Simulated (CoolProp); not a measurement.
Model: reference Helmholtz-energy equation of state, Gao 2016, in CoolProp.

Q: For sulfur dioxide, give the phase and the cp (kJ/(kg K)), isothermal compressibility (1/MPa), expansivity (1/kK) at 201.95 °C and 2460 kPa; 201.95 °C and 12300 kPa.

A: 
- 201.95 °C and 2460 kPa: gas; cp 0.811, isothermal compressibility 0.444, expansivity 2.82
- 201.95 °C and 12300 kPa: supercritical; cp 2.79, isothermal compressibility 0.178, expansivity 17.3
